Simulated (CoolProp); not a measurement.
Vapour-liquid equilibrium of propane (1) + toluene (2) at 0.131 MPa; x and y are mole fractions of (1).

The numbers come from the multi-fluid Helmholtz-energy mixture model, Lemmon 2009 and Lemmon 2006; pair parameters Bell 2016 in CoolProp.

```
x      bubble temperature (K)  y at the bubble point  dew temperature at overall composition x (K)  liquid density (mol/L)
-----  ----------------------  ---------------------  --------------------------------------------  ----------------------
0.05                    319.0                  0.921                                           ___                   9.256
0.125                     ___                  0.990                                         388.0                   9.864
0.2                     264.2                  0.997                                         384.8                   10.23
0.275                   256.3                  0.998                                           ___                   10.54
0.35                    251.5                  0.999                                         377.5                   10.81
0.425                   248.4                  0.999                                         373.3                   11.08
0.5                     246.3                  0.999                                         368.8                   11.33
0.575                     ___                  0.999                                         363.6                   11.59
0.65                    243.5                  0.999                                         357.7                   11.84
0.725                   242.3                  1.000                                         350.7                   12.10
0.8                     241.1                  1.000                                         341.9                     ___
0.875                   239.8                  1.000                                         329.9                   12.60
0.95                    238.2                  1.000                                         309.2                   12.85
```

Problem. Fill in the missing entries.

Solution. 
- 0.05, dew temperature at overall composition x (K): 391.1
- 0.125, bubble temperature (K): 279.3
- 0.275, dew temperature at overall composition x (K): 381.3
- 0.575, bubble temperature (K): 244.8
- 0.8, liquid density (mol/L): 12.35

No azeotrope shows between x = 0.05 and 0.95.

Pair parameters are fitted to limited data, so mixtures are less certain than the pure fluids. With so large a gap from Raoult's law the liquid may split in two, which this calculation doesn't test in full.
